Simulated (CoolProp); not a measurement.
Cyclopentane at 298.15 K and 8.32 MPa is throttled through a valve to 2.23 MPa with no heat exchange. Each further row changes one setting.

Values from CoolProp's reference Helmholtz-energy equation of state, Gedanitz 2015.

```
case                       temperature change (K)  final density (kg/m³)
-------------------------  ----------------------  ---------------------
as stated                                    +2.8                    740
outlet pressure 0.669 MPa                    +3.5                    738
outlet pressure 2.9 MPa                      +2.5                    741
```
